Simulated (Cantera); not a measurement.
Mixture: CH4 : O2 : N2 = 1 : 2 : 7.52 (molar parts), equivalence ratio 1.0, at 0.326 atm, adiabatic and at constant volume. Ignition delay is the time to a rise of 400 K.

Model: GRI-Mech 3.0 (53 species, 325 reactions), integrated in Cantera.

### Question
What does this change do: CH4 1 to 0.53 parts?

### Answer
```json
[
 {"quantity": "delay at 1025 K", "before": "2.00 s", "after": "1.45 s"},
 {"quantity": "delay at 1225 K", "before": "73.6 ms", "after": "53.0 ms"},
 {"quantity": "delay at 1425 K", "before": "5.65 ms", "after": "4.55 ms"},
 {"quantity": "delay at 1625 K", "before": "0.928 ms", "after": "0.873 ms"},
 {"quantity": "apparent activation energy between 1525 and 1725 K", "before": "170 kJ/mol", "after": "150 kJ/mol"}
]
```

### Question
What does this change do: pressure from 0.326 atm to 26.6 atm?

### Answer
```
quantity                                                before       after
--------------------------------------------------  ----------  ----------
delay at 1025 K                                         2.00 s     18.5 ms
delay at 1225 K                                        73.6 ms     1.10 ms
delay at 1425 K                                        5.65 ms    0.138 ms
delay at 1625 K                                       0.928 ms     24.3 µs
apparent activation energy between 1525 and 1725 K  170 kJ/mol  170 kJ/mol
```
The pressure lies above the range GRI-Mech 3.0 was tuned for (to about 10 atm).
